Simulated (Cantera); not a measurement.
What does this Cantera script print?

```python
import numpy as np
import cantera as ct

gas = ct.Solution("gri30.yaml")
gas.TPX = 1275, 18000, {'N2O': 1, 'O2': 0.097}
inlet = ct.Reservoir(gas, clone=True)

reactor = ct.IdealGasConstPressureReactor(gas, energy="off", clone=False)
exhaust = ct.Reservoir(gas, clone=True)
tau = [0.66, 0.28, 0.12, 0.05, 0.021, 0.009, 0.0038, 0.0016][0]
for a, b in ((inlet, reactor), (reactor, exhaust)):
    ct.MassFlowController(a, b, mdot=lambda t: reactor.mass / tau)
net = ct.ReactorNet([reactor])
show = ['N2O', 'O2', 'N2', 'NO', 'NO2', 'O']

rows = []
print(f"{'tau/s':>10s}{'T/K':>9s}" + "".join(f"{s:>11s}" for s in show))
for tau in [0.66, 0.28, 0.12, 0.05, 0.021, 0.009, 0.0038, 0.0016]:
    net.initial_time = 0.0
    net.advance(30 * tau)
    before = gas.X
    net.advance(40 * tau)
    drift = np.max(np.abs(gas.X - before) / (gas.X + 1e-9))
    rows.append([gas.T, *gas[show].X, drift])
    print(f"{tau:10.3e}{gas.T:9.1f}" + "".join(f"{x:11.3e}" for x in gas[show].X))
```

Result:

```
     tau/s      T/K        N2O         O2         N2         NO        NO2          O
 6.600e-01   1275.0  6.522e-01  1.575e-01  1.661e-01  2.410e-02  4.239e-05  5.290e-06
 2.800e-01   1275.0  7.793e-01  1.236e-01  8.470e-02  1.238e-02  2.053e-05  5.362e-06
 1.200e-01   1275.0  8.496e-01  1.049e-01  3.968e-02  5.819e-03  8.643e-06  5.393e-06
 5.000e-02   1275.0  8.846e-01  9.558e-02  1.723e-02  2.531e-03  3.016e-06  5.405e-06
 2.100e-02   1275.0  9.001e-01  9.148e-02  7.365e-03  1.082e-03  8.806e-07  5.406e-06
 9.000e-03   1275.0  9.066e-01  8.974e-02  3.177e-03  4.666e-04  2.195e-07  5.398e-06
 3.800e-03   1275.0  9.095e-01  8.898e-02  1.343e-03  1.969e-04  4.592e-08  5.376e-06
 1.600e-03   1275.0  9.107e-01  8.865e-02  5.637e-04  8.218e-05  8.649e-09  5.322e-06
```

Cantera simulation using GRI-Mech 3.0 (53 species, 325 reactions); the numbers are that mechanism's predictions, not measurements. GRI-Mech 3.0 was tuned for natural gas; its chemistry of N2O as a main component is partial and can be far from experiment. The mechanism lacks the step 2 NO + O2 → 2 NO2, which can matter for NO2 below about 1400 K. The temperature is held fixed by assumption; the heat of reaction is taken as removed at once.
